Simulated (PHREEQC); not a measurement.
Solution (25 °C): 16 mmol/kgw KOH and 39 mmol/kgw K2SO4. Closed to the air; pH follows from the charge balance.

Model: ion-association model, wateq4f.dat, run in PHREEQC.

Task: The ionic strength comes out as 0.120 mol/kgw. What activity coefficients do K+, KSO4-, SO4-2, OH- get?

Result: K+ 0.75, KSO4- 0.78, SO4-2 0.35, OH- 0.75.

Precipitation was switched off in this run.
